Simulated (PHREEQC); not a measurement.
A solution holds 0.0086 mol NaH2PO4 and 0.00036 mol NaOH per kg of water, at 25 °C. Closed to the air; pH follows from the charge balance.

All values are PHREEQC results (ion-association model, phreeqc.dat), not measurements.

Each row changes one thing in this solution. Precipitation was switched off in this run.

```json
[
 {"case": "as made", "pH": "5.72", "ionic strength (mol/kgw)": "0.00932"},
 {"case": "diluted 100-fold with water", "pH": "5.96", "ionic strength (mol/kgw)": "9.54e-5"},
 {"case": "0.0002 mol/kgw KCl added", "pH": "5.72", "ionic strength (mol/kgw)": "0.00952"},
 {"case": "NaH2PO4 left out", "pH": "10.54", "ionic strength (mol/kgw)": "0.000360"},
 {"case": "NaH2PO4 from 0.0086 to 0.086 mol/kgw", "pH": "4.70", "ionic strength (mol/kgw)": "0.0869"},
 {"case": "NaOH from 0.00036 to 0.00072 mol/kgw", "pH": "6.03", "ionic strength (mol/kgw)": "0.0100"},
 {"case": "NaH2PO4 from 0.0086 to 0.00774 mol/kgw", "pH": "5.77", "ionic strength (mol/kgw)": "0.00846"},
 {"case": "NaOH left out", "pH": "4.75", "ionic strength (mol/kgw)": "0.00866"}
]
```
